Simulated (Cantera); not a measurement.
Feed: 1 mol TiCl4, 0.17 mol CH4, equilibrated at 1650 K and 2.10 mbar.

Method: chemical equilibrium by Gibbs-energy minimisation in Cantera with the NASA 1993 tables (ideal gas, pure condensed phases). Candidate condensed phases: C, C6H6, C7H8, C8H18, Ti, TiC, TiCl2, TiCl3, TiCl4; 96 gas species. The tables' values for TiCl2 are old estimates; treat these amounts as uncertain. Rates play no part.

Task: What is the equilibrium state?

Result: 
```
Quantity                                 Value
-----------------------------------  ---------
x(TiCl3)                                 0.402
x(HCl)                                   0.396
x(TiCl4)                                 0.184
x(Cl)                                   0.0124
x(TiCl2)                               0.00300
x(H2)                                  0.00247
x(H)                                   9.86e-5
x(Cl2)                                 1.50e-5
n(C(graphite))                       0.170 mol
gas amount                           1.697 mol
log10 activity of TiCl4(l) (absent)      -5.36
log10 activity of Ti(β) (absent)         -6.24
```
